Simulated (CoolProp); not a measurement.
Vapour-liquid equilibrium of acetone (1) + dimethyl carbonate (2) at 406.3 K; x and y are mole fractions of (1).

The numbers come from the multi-fluid Helmholtz-energy mixture model, Lemmon 2006 and Zhou 2011; pair parameters Bell 2016 in CoolProp.

```json
[
 {"x": "0.05", "bubble pressure, mixture model (MPa)": "0.3632", "bubble pressure, Raoult's law (MPa)": "0.3608", "y, mixture model": "0.112", "y, Raoult's law": "0.112"},
 {"x": "0.125", "bubble pressure, mixture model (MPa)": "0.4003", "bubble pressure, Raoult's law (MPa)": "0.3962", "y, mixture model": "0.249", "y, Raoult's law": "0.255"},
 {"x": "0.2", "bubble pressure, mixture model (MPa)": "0.4356", "bubble pressure, Raoult's law (MPa)": "0.4316", "y, mixture model": "[?]", "y, Raoult's law": "0.375"},
 {"x": "0.275", "bubble pressure, mixture model (MPa)": "0.4698", "bubble pressure, Raoult's law (MPa)": "0.4670", "y, mixture model": "0.454", "y, Raoult's law": "0.476"},
 {"x": "0.35", "bubble pressure, mixture model (MPa)": "0.5035", "bubble pressure, Raoult's law (MPa)": "0.5024", "y, mixture model": "[?]", "y, Raoult's law": "0.564"},
 {"x": "0.425", "bubble pressure, mixture model (MPa)": "0.5369", "bubble pressure, Raoult's law (MPa)": "0.5377", "y, mixture model": "[?]", "y, Raoult's law": "0.639"},
 {"x": "0.5", "bubble pressure, mixture model (MPa)": "0.5704", "bubble pressure, Raoult's law (MPa)": "0.5731", "y, mixture model": "[?]", "y, Raoult's law": "0.706"},
 {"x": "0.575", "bubble pressure, mixture model (MPa)": "0.6042", "bubble pressure, Raoult's law (MPa)": "0.6085", "y, mixture model": "0.735", "y, Raoult's law": "0.764"},
 {"x": "0.65", "bubble pressure, mixture model (MPa)": "0.6386", "bubble pressure, Raoult's law (MPa)": "0.6439", "y, mixture model": "0.790", "y, Raoult's law": "0.817"},
 {"x": "0.725", "bubble pressure, mixture model (MPa)": "[?]", "bubble pressure, Raoult's law (MPa)": "0.6793", "y, mixture model": "0.842", "y, Raoult's law": "0.863"},
 {"x": "0.8", "bubble pressure, mixture model (MPa)": "[?]", "bubble pressure, Raoult's law (MPa)": "0.7147", "y, mixture model": "0.889", "y, Raoult's law": "0.906"},
 {"x": "0.875", "bubble pressure, mixture model (MPa)": "0.7461", "bubble pressure, Raoult's law (MPa)": "0.7501", "y, mixture model": "[?]", "y, Raoult's law": "0.944"},
 {"x": "0.95", "bubble pressure, mixture model (MPa)": "0.7836", "bubble pressure, Raoult's law (MPa)": "0.7854", "y, mixture model": "0.974", "y, Raoult's law": "0.979"}
]
```

**Question.** Some entries are withheld; supply them.

**Answer.** 
- 0.2, y, mixture model: 0.360
- 0.35, y, mixture model: 0.536
- 0.425, y, mixture model: 0.609
- 0.5, y, mixture model: 0.674
- 0.725, bubble pressure, mixture model (MPa): 0.6736
- 0.8, bubble pressure, mixture model (MPa): 0.7095
- 0.875, y, mixture model: 0.933

The largest gap from Raoult's law is +1.0 % in bubble pressure, at x = 0.125. No azeotrope shows between x = 0.05 and 0.95.

The pair parameters rest on a limited set of measurements; away from them the model extrapolates. The gap from Raoult's law changes sign with composition, which may be real or a fault of the pair parameters; it wasn't checked against measurements.
